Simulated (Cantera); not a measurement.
**Silicon epitaxy and polysilicon growth: SiHCl3 + N2**

Feed: 1 mol SiHCl3, 52 mol N2, held at 0.00220 bar.

Equilibrium computed with Cantera from the NASA thermochemical tables; the gas is ideal and each condensed phase is pure. Candidate condensed phases: NH4Cl, Si, Si3N4; 28 gas species. N2 is the only nitrogen source here; it is nearly inert below about 1500 K, so the nitride shown seldom forms there in practice. The tables' values for SiCl3 are old estimates; treat these amounts as uncertain. Kinetics and transport are ignored.

```
T (K)  log p N2  log p HCl  log p SiCl2  log p SiCl4  log p SiCl3  n Si3N4(s)
-----  --------  ---------  -----------  -----------  -----------  ----------
923       -2.67      -4.42        -9.37        -4.67        -7.82       0.160
1023      -2.67      -4.41        -7.82        -4.67        -6.91       0.161
1123      -2.67      -4.41        -6.54        -4.69        -6.16       0.159
1223      -2.67      -4.41        -5.51        -4.75        -5.58       0.145
1323      -2.67      -4.42        -4.77        -5.06        -5.28      0.0811
1423      -2.67      -4.45        -4.44        -5.95        -5.49           0
1523      -2.67      -4.43        -4.42        -6.39        -5.64           0
```
log p: log10 of the partial pressure in bar; n: condensed amount in mol.

From 923 K to 1323 K the condensed part is Si3N4(s). From 1423 K to 1523 K nothing is condensed. The main Si-bearing gas is SiCl4 at 923 K and SiCl2 at 1523 K.
